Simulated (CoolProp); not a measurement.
Vapour-liquid equilibrium of propane (1) + dimethyl ether (2) at 1.71 MPa; x and y are mole fractions of (1).

The numbers come from the multi-fluid Helmholtz-energy mixture model, Lemmon 2009 and Wu 2011; pair parameters Bell 2016 in CoolProp.

| x | bubble temperature (°C) | y at the bubble point | dew temperature at overall composition x (°C) | liquid density (mol/L) |
|---|---|---|---|---|
| 0.05 | 65.1 | 0.084 | ___ | 12.55 |
| 0.125 | 62.0 | 0.193 | 63.9 | 12.36 |
| 0.2 | 59.5 | 0.287 | 61.9 | 12.16 |
| 0.275 | 57.3 | 0.369 | 59.8 | 11.95 |
| 0.35 | 55.6 | 0.442 | 57.8 | 11.74 |
| 0.425 | 54.1 | ___ | 55.9 | 11.53 |
| 0.5 | 52.8 | 0.571 | 54.2 | 11.33 |
| 0.575 | 51.8 | 0.631 | 52.7 | 11.14 |
| 0.65 | 51.0 | ___ | 51.5 | 10.95 |
| 0.725 | 50.3 | 0.750 | 50.6 | 10.77 |
| 0.8 | 49.9 | 0.812 | 50.0 | 10.60 |
| 0.875 | 49.7 | 0.877 | 49.7 | 10.44 |
| 0.95 | 49.7 | 0.948 | 49.7 | 10.28 |

Q: Complete the blanks.

A: 
- 0.05, dew temperature at overall composition x (°C): 66.0
- 0.425, y at the bubble point: 0.508
- 0.65, y at the bubble point: 0.690

y crosses x between x = 0.875 and 0.95: the model has an azeotrope there.

The pair parameters rest on a limited set of measurements; away from them the model extrapolates.
